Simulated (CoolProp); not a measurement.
The fluid at 293.15 K and 0.0146 MPa expands adiabatically to 0.00589 MPa with isentropic efficiency 0.9. The same conditions are run with several fluids, on thermodynamics alone (safety and materials aside).

The numbers come from the reference Helmholtz-energy equation of state of each fluid (tetrahydrofuran: Fiedler 2023; R11: Jacobsen 1992; c-C4F8 (RC318): Platzer 1990; oxygen: Schmidt 1985; R245fa: Akasaka 2015) in CoolProp. The equations of Platzer and Polt are older, rougher fits.

**Question.** Rank tetrahydrofuran, R11, c-C4F8 (RC318), oxygen, R245fa by work (kJ/kg), highest first.

**Answer.** oxygen (54.8), tetrahydrofuran (26.2), R245fa (14.3), R11 (13.7), c-C4F8 (RC318) (9.68)

| fluid | final temperature (K) | final phase | final density (kg/m³) |
|---|---|---|---|
| tetrahydrofuran | 271.6 | two-phase, vapour fraction 0.989 | 0.191 |
| R11 | 268.2 | gas | 0.364 |
| c-C4F8 (RC318) | 280.3 | gas | 0.507 |
| oxygen | 233.1 | gas | 0.0972 |
| R245fa | 275.8 | gas | 0.345 |
